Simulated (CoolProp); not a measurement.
Saturated liquid density (kg/m³) of cis-2-butene: the reference equation beside estimates from Tc = 435.8 K, pc = 4.236 MPa, ω = 0.202. Rackett uses Z = 0.29056 − 0.08775 ω.

Model: reference Helmholtz-energy equation of state, Lemmon 2005, in CoolProp. It is a short technical equation, of lower accuracy than the large ones.

```json
[
 {"T (K)": "294", "reference": "620.4", "Rackett": "617.1", "van der Waals": "382.5", "Redlich-Kwong": "557.1", "Soave-Redlich-Kwong": "573.0"},
 {"T (K)": "306.4", "reference": "605.5", "Rackett": "602.3", "van der Waals": "373.4", "Redlich-Kwong": "541.0", "Soave-Redlich-Kwong": "557.7"},
 {"T (K)": "318.9", "reference": "589.9", "Rackett": "586.6", "van der Waals": "363.7", "Redlich-Kwong": "523.7", "Soave-Redlich-Kwong": "541.1"},
 {"T (K)": "331.3", "reference": "573.6", "Rackett": "570.4", "van der Waals": "353.5", "Redlich-Kwong": "505.5", "Soave-Redlich-Kwong": "523.4"},
 {"T (K)": "343.7", "reference": "556.4", "Rackett": "553.2", "van der Waals": "342.6", "Redlich-Kwong": "485.9", "Soave-Redlich-Kwong": "504.1"},
 {"T (K)": "356.1", "reference": "538.1", "Rackett": "534.8", "van der Waals": "330.9", "Redlich-Kwong": "464.8", "Soave-Redlich-Kwong": "483.0"},
 {"T (K)": "368.5", "reference": "518.2", "Rackett": "515.0", "van der Waals": "318.2", "Redlich-Kwong": "441.8", "Soave-Redlich-Kwong": "459.7"},
 {"T (K)": "380.9", "reference": "496.3", "Rackett": "493.3", "van der Waals": "304.1", "Redlich-Kwong": "416.6", "Soave-Redlich-Kwong": "433.8"},
 {"T (K)": "393.4", "reference": "471.3", "Rackett": "468.7", "van der Waals": "288.3", "Redlich-Kwong": "388.2", "Soave-Redlich-Kwong": "404.1"},
 {"T (K)": "405.8", "reference": "442.2", "Rackett": "440.1", "van der Waals": "269.9", "Redlich-Kwong": "355.7", "Soave-Redlich-Kwong": "369.7"}
]
```

Absolute difference from the reference over all 10 rows, mean and median: Rackett 0.6 and 0.6 %, van der Waals 38.5 and 38.5 %, Redlich-Kwong 13.8 and 13.1 %, Soave-Redlich-Kwong 10.7 and 9.8 %.
